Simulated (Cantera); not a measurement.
Feed: 1 mol borazine, 0.63 mol O2, 2.6 mol N2, equilibrated at 1623 K and 75.0 Torr.

These are equilibrium values from Cantera (NASA tables, ideal gas, pure condensed phases), not measurements of a reactor. Candidate condensed phases: B, BN, B2O3, B3O3H3, H2O; 39 gas species. The feed counts by its element totals alone. Mutual solubility and eutectic melting of coexisting phases are not modelled. Gases not in the tables: H3BO3. Rates play no part.

Base state: N2 0.497, H2 0.488, HBO2 0.00760, HBO 0.00309, B2O3 0.00220, H2O 0.00133, H 0.000153, B2O2 0.000107 (mole fractions); condensed: BN(s) + B2O3(l).

Q: What changes in the equilibrium state with this change: temperature from 1623 K to 1600 K?

A: 
| species | before | after |
|---|---|---|
| N2 | 0.497 | 0.498 |
| H2 | 0.488 | 0.490 |
| HBO2 | 0.00760 | 0.00643 |
| B2O2 | 0.000107 | 6.17e-5 |
| BO | 2.13e-5 | 1.27e-5 |
| B2O3 | 0.00220 | 0.00147 |
| HBO | 0.00309 | 0.00229 |
| H | 0.000153 | 0.000120 |
| BN(s), mol | 2.17 | 2.17 |
| B2O3(l), mol | 0.367 | 0.378 |

Q: What changes in the equilibrium state with this change: pressure from 75.0 Torr to 0.750 Torr?

A: 
| species | before | after |
|---|---|---|
| N2 | 0.497 | 0.469 |
| H2 | 0.488 | 0.433 |
| B2O3 | 0.00220 | 0.0351 |
| HBO | 0.00309 | 0.0344 |
| B2O2 | 0.000107 | 0.0149 |
| BO | 2.13e-5 | 0.00251 |
| H2O | 0.00133 | 0.000135 |
| H | 0.000153 | 0.00144 |
| HBO2 | 0.00760 | 0.00969 |
| BN(s), mol | 2.17 | 2.04 |
| B2O3(l), mol | 0.367 | 0 |
